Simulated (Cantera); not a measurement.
Adiabatic ignition

An adiabatic, constant-pressure homogeneous reactor starts with C3H8 : O2 : N2 = 1 : 2.78 : 10.4 (molar parts), equivalence ratio 1.8, at 1100 K and 10.0 bar.

Detailed kinetics in Cantera: GRI-Mech 3.0 (53 species, 325 reactions). GRI-Mech 3.0 was tuned for natural gas; its chemistry of propane as a main component is partial and can be far from experiment.

```csv
t (s),T (K),x C3H8,x O2,x OH,x C2H4,x H2,x H2O2,x CH2
3.00e-6,1100,0.0705,0.196,1.03e-11,7.13e-8,1.02e-9,1.39e-9,<1e-12
8.22e-6,1100,0.0705,0.196,3.10e-11,2.39e-7,3.37e-9,1.12e-8,<1e-12
2.25e-5,1100,0.0705,0.196,1.18e-10,9.14e-7,1.42e-8,7.93e-8,<1e-12
6.16e-5,1100,0.0705,0.196,5.13e-10,4.72e-6,1.14e-7,4.56e-7,<1e-12
0.000169,1100,0.0705,0.196,1.44e-9,2.94e-5,1.04e-6,1.57e-6,<1e-12
0.000462,1100,0.0704,0.196,1.92e-9,0.000129,4.85e-6,2.65e-6,<1e-12
0.00127,1100,0.0701,0.196,2.33e-9,0.000434,1.74e-5,3.42e-6,<1e-12
0.00346,1100,0.0690,0.195,3.76e-9,0.00144,6.97e-5,5.64e-6,<1e-12
0.00949,1105,0.0624,0.192,2.76e-8,0.00744,0.000694,3.11e-5,6.17e-12
0.0260,2405,<1e-12,1.66e-6,0.000348,<1e-12,0.109,2.78e-9,5.44e-12
0.0711,2405,<1e-12,1.66e-6,0.000348,<1e-12,0.109,2.78e-9,5.43e-12
0.195,2405,<1e-12,1.66e-6,0.000348,<1e-12,0.109,2.78e-9,5.43e-12
0.533,2405,<1e-12,1.66e-6,0.000348,<1e-12,0.109,2.78e-9,5.43e-12
1.46,2405,<1e-12,1.66e-6,0.000348,<1e-12,0.109,2.78e-9,5.43e-12
4.00,2405,<1e-12,1.66e-6,0.000348,<1e-12,0.109,2.78e-9,5.43e-12
```
x: mole fraction; the columns are a selection and need not sum to one.

```json
{
 "time_of_steepest_temperature_rise": "11.7 ms",
 "temperature at 4.00 s": "2405 K",
 "equilibrium_temperature": "2405 K",
 "x(C3H8) at 4.00 s": "<1e-12 (gas-phase equilibrium <1e-12)",
 "x(O2) at 4.00 s": "1.66e-6 (gas-phase equilibrium 1.66e-6)",
 "x(OH) at 4.00 s": "0.000348 (gas-phase equilibrium 0.000348)"
}
```
